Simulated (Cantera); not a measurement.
Charge: 1 mol FeS, 0.17 mol H2S, 0.1 mol CO2, at 1077 °C and 10.0 Torr.

These are equilibrium values from Cantera (NASA tables, ideal gas, pure condensed phases), not measurements of a reactor. Candidate condensed phases: C, C6H6, C7H8, C8H18, Fe, Fe(CO)5, FeO, Fe(OH)2, Fe(OH)3, FeS, FeSO4, FeS2, Fe2O3, Fe2(SO4)3, Fe3O4, H2O, H2SO4, S; 127 gas species. FeS: taken at fixed stoichiometry. Kinetics and transport are ignored.

Base state: H2 0.213, S2 0.202, CO 0.198, H2O 0.197, CO2 0.0932, H2S 0.0900, COS 0.00272, SO2 0.00207 (mole fractions); condensed: FeS(s).

Task: What changes in the equilibrium state with this change: H2S from 0.17 to 0.078 mol?

Result: 
```
species        before     after
-----------  --------  --------
CO2            0.0932     0.235
CO              0.198     0.231
H2O             0.197     0.216
H2              0.213     0.108
H2S            0.0900    0.0403
S2              0.202     0.156
SO2           0.00207   0.00847
CS2           1.88e-5   7.85e-6
SO           0.000261  0.000496
S2O          0.000240  0.000401
SH            0.00173   0.00109
FeS(s), mol      1.00      1.00
```
